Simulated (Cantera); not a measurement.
Input (Python, Cantera):

```python
import numpy as np
import cantera as ct

gas = ct.Solution("gri30.yaml")
gas.TPX = 500, 13332, {'CH4': 1, 'O2': 1.82, 'N2': 6.73}
flame = ct.FreeFlame(gas, width=0.16)
flame.set_refine_criteria(ratio=3, slope=0.08, curve=0.16)
flame.transport_model = "mixture-averaged"
flame.solve(loglevel=0, auto=True)
flame.transport_model = "multicomponent"
flame.soret_enabled = False
flame.solve(loglevel=0, refine_grid=True)
z, T = flame.grid, flame.T
thick = (T[-1] - T[0]) / np.gradient(T, z).max()
show = ['CH4', 'O2', 'HCN', 'O', 'CH2', 'HO2']
print(f"laminar burning velocity  {flame.velocity[0] * 100:.3f} cm/s")
print(f"burnt temperature         {T[-1]:.1f} K")
print(f"thermal thickness         {thick * 1e3:.4f} mm")
print(f"grid points               {len(z)}")
z0 = z[flame.heat_release_rate.argmax()]
print(f"{'z/mm':>9s}{'T/K':>9s}{'u/(m/s)':>9s}" + "".join(f"{s:>11s}" for s in show))
rows = []
for k in (-3, -2, -1.5, -1, -0.5, -0.25, 0, 0.25, 0.5, 1, 2, 4, 8):
    zz = z0 + k * thick
    rows.append([k * thick, np.interp(zz, z, T), np.interp(zz, z, flame.velocity),
                 *(np.interp(zz, z, flame.X[gas.species_index(s)]) for s in show)])
    print(f"{rows[-1][0] * 1e3:9.3f}{rows[-1][1]:9.1f}{rows[-1][2]:9.3f}" + "".join(f"{x:11.3e}" for x in rows[-1][3:]))
```

Result:

```
laminar burning velocity  136.305 cm/s
burnt temperature         2269.3 K
thermal thickness         2.0501 mm
grid points               154
     z/mm      T/K  u/(m/s)        CH4         O2        HCN          O        CH2        HO2
   -6.150    500.0    1.364  1.046e-01  1.904e-01  2.199e-12  2.668e-10  1.448e-17  9.367e-08
   -4.100    500.6    1.368  1.044e-01  1.900e-01  9.259e-11  8.223e-09  1.536e-13  2.201e-06
   -3.075    504.2    1.382  1.039e-01  1.893e-01  1.083e-09  7.041e-08  4.684e-11  1.264e-05
   -2.050    550.0    1.519  1.007e-01  1.854e-01  3.171e-08  1.124e-06  1.177e-08  4.612e-05
   -1.025    926.1    2.611  7.530e-02  1.560e-01  7.160e-07  3.135e-05  8.231e-07  4.725e-05
   -0.513   1338.3    3.828  4.183e-02  1.143e-01  2.256e-06  2.147e-04  2.013e-05  1.244e-04
    0.000   1722.9    4.987  1.118e-02  6.530e-02  5.038e-06  1.128e-03  7.873e-05  9.654e-05
    0.513   1891.7    5.492  1.191e-03  3.463e-02  5.285e-06  3.242e-03  3.090e-05  1.380e-05
    1.025   1927.7    5.588  6.776e-05  2.242e-02  2.837e-06  4.808e-03  2.476e-06  1.673e-06
    2.050   1946.6    5.618  1.852e-07  1.643e-02  5.480e-07  5.388e-03  7.331e-09  8.564e-07
    4.100   1964.8    5.652  1.199e-11  1.463e-02  2.517e-08  5.243e-03  5.073e-13  7.634e-07
    8.201   1988.9    5.709  3.655e-15  1.379e-02  5.584e-10  4.876e-03  2.441e-16  7.091e-07
   16.401   2026.2    5.800  4.799e-17  1.272e-02  2.306e-12  4.278e-03  7.822e-17  6.413e-07
```

Model: GRI-Mech 3.0 (53 species, 325 reactions), integrated in Cantera. Burning velocities carry a grid error of a few per cent, more on coarse grids.
